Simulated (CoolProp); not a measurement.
Cyclopentane along the isotherm 550 K: density (kg/m³) from the reference equation and from simpler models built on Tc = 511.7 K, pc = 4.583 MPa, ω = 0.202; each cubic takes its own stable root.

Computed with CoolProp (reference Helmholtz-energy equation of state, Gedanitz 2015).

| p (MPa) | phase | reference |
|---|---|---|
| 4.58 | gas | 106.6 |
| 9.17 | supercritical | 387.7 |
| 13.7 | supercritical | 460.2 |
| 18.3 | supercritical | 494.2 |
| 22.9 | supercritical | 517.2 |
| 27.5 | supercritical | 534.8 |
| 32.1 | supercritical | 549.2 |
| 36.7 | supercritical | 561.6 |
| 41.2 | supercritical | 572.2 |
| 45.8 | supercritical | 581.9 |

Question: How far does each simpler model (van der Waals, Redlich-Kwong, Soave-Redlich-Kwong, Peng-Robinson) lie from the reference over these 10 states: mean and median of the absolute difference, and the worst?

Answer: 
- van der Waals: mean 20.1 %, median 22.7 %, worst -22.8 % at 550 K and 45.8 MPa
- Redlich-Kwong: mean 3.7 %, median 2.7 %, worst -9.8 % at 550 K and 9.17 MPa
- Soave-Redlich-Kwong: mean 5.2 %, median 3.7 %, worst -14.0 % at 550 K and 9.17 MPa
- Peng-Robinson: mean 5.7 %, median 6.3 %, worst +9.6 % at 550 K and 45.8 MPa
